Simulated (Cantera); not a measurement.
An adiabatic, constant-volume homogeneous reactor starts with CO : H2 : CH4 : O2 : N2 = 1 : 0.034 : 0.2 : 0.955 : 3.59 (molar parts), at 1525 K and 158 Torr. Integrator tolerance rtol = 1e-08.

Detailed kinetics in Cantera: GRI-Mech 3.0 (53 species, 325 reactions).

Problem. What does this change do: pressure from 158 Torr to 760 Torr?

Solution. 
```json
[
 {"quantity": "time of steepest temperature rise", "before": "1.11 ms", "after": "0.274 ms"},
 {"quantity": "temperature at 0.200 s", "before": "2737 K", "after": "2878 K"},
 {"quantity": "equilibrium temperature", "before": "2737 K", "after": "2878 K"},
 {"quantity": "x(CO) at 0.200 s", "before": "0.101 (gas-phase equilibrium 0.101)", "after": "0.0928 (gas-phase equilibrium 0.0928)"},
 {"quantity": "x(H2) at 0.200 s", "before": "0.00738 (gas-phase equilibrium 0.00738)", "after": "0.00635 (gas-phase equilibrium 0.00635)"},
 {"quantity": "x(CH4) at 0.200 s", "before": "<1e-12 (gas-phase equilibrium <1e-12)", "after": "<1e-12 (gas-phase equilibrium <1e-12)"},
 {"quantity": "x(NO) at 0.200 s", "before": "0.0138 (gas-phase equilibrium 0.0138)", "after": "0.0160 (gas-phase equilibrium 0.0160)"},
 {"quantity": "x(C2H6) at 0.200 s", "before": "<1e-12 (gas-phase equilibrium <1e-12)", "after": "<1e-12 (gas-phase equilibrium <1e-12)"},
 {"quantity": "x(H) at 0.200 s", "before": "0.00929 (gas-phase equilibrium 0.00929)", "after": "0.00630 (gas-phase equilibrium 0.00630)"},
 {"quantity": "x(CO2) at 0.200 s", "before": "0.111 (gas-phase equilibrium 0.111)", "after": "0.121 (gas-phase equilibrium 0.121)"}
]
```

Problem. What does this change do: CH4 0.2 to 0.44 parts?

Solution. 
```csv
quantity,before,after
time of steepest temperature rise,1.11 ms,2.27 ms
temperature at 0.200 s,2737 K,2791 K
equilibrium temperature,2737 K,2791 K
x(CO) at 0.200 s,0.101 (gas-phase equilibrium 0.101),0.155 (gas-phase equilibrium 0.155)
x(H2) at 0.200 s,0.00738 (gas-phase equilibrium 0.00738),0.0287 (gas-phase equilibrium 0.0287)
x(CH4) at 0.200 s,<1e-12 (gas-phase equilibrium <1e-12),<1e-12 (gas-phase equilibrium <1e-12)
x(NO) at 0.200 s,0.0138 (gas-phase equilibrium 0.0138),0.00769 (gas-phase equilibrium 0.00769)
x(C2H6) at 0.200 s,<1e-12 (gas-phase equilibrium <1e-12),<1e-12 (gas-phase equilibrium <1e-12)
x(H) at 0.200 s,0.00929 (gas-phase equilibrium 0.00929),0.0215 (gas-phase equilibrium 0.0215)
x(CO2) at 0.200 s,0.111 (gas-phase equilibrium 0.111),0.0756 (gas-phase equilibrium 0.0756)
```

Problem. What does this change do: CO 1 to 2.6 parts?

Solution. 
```json
[
 {"quantity": "time of steepest temperature rise", "before": "1.11 ms", "after": "0.873 ms"},
 {"quantity": "temperature at 0.200 s", "before": "2737 K", "after": "2799 K"},
 {"quantity": "equilibrium temperature", "before": "2737 K", "after": "2799 K"},
 {"quantity": "x(CO) at 0.200 s", "before": "0.101 (gas-phase equilibrium 0.101)", "after": "0.257 (gas-phase equilibrium 0.257)"},
 {"quantity": "x(H2) at 0.200 s", "before": "0.00738 (gas-phase equilibrium 0.00738)", "after": "0.0101 (gas-phase equilibrium 0.0101)"},
 {"quantity": "x(CH4) at 0.200 s", "before": "<1e-12 (gas-phase equilibrium <1e-12)", "after": "<1e-12 (gas-phase equilibrium <1e-12)"},
 {"quantity": "x(NO) at 0.200 s", "before": "0.0138 (gas-phase equilibrium 0.0138)", "after": "0.00831 (gas-phase equilibrium 0.00831)"},
 {"quantity": "x(C2H6) at 0.200 s", "before": "<1e-12 (gas-phase equilibrium <1e-12)", "after": "<1e-12 (gas-phase equilibrium <1e-12)"},
 {"quantity": "x(H) at 0.200 s", "before": "0.00929 (gas-phase equilibrium 0.00929)", "after": "0.0135 (gas-phase equilibrium 0.0135)"},
 {"quantity": "x(CO2) at 0.200 s", "before": "0.111 (gas-phase equilibrium 0.111)", "after": "0.135 (gas-phase equilibrium 0.135)"}
]
```
